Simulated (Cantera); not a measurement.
Input: 1 mol SiO2, 0.34 mol C, 8.3 mol N2, held at 2150 K and 101000 Pa.

Cantera equilibrium calculation (NASA polynomials, part measured and part estimated; ideal gas, pure solids and liquids). Candidate condensed phases: C, Si, SiC, SiO2, Si2N2O, Si3N4; 34 gas species. The tables hold silica as quartz up to 1696 K and as liquid above; real silica turns to tridymite and cristobalite and melts near 1996 K. Equilibrium is a limit: real reactors are often held back by kinetics, nucleation or transport.

Task: What is the equilibrium state?

Result: 
* **x(N2)**: 0.924
* **x(SiO)**: 0.0380
* **x(CO)**: 0.0377
* **x(CO2)**: 0.000121
* **x(SiO2)**: 2.77e-6
* **n(SiO2(l))**: 0.659 mol
* **gas amount**: 8.981 mol
* **log10 activity of Si(l) (absent)**: -2.95
* **log10 activity of C(graphite) (absent)**: -3.80
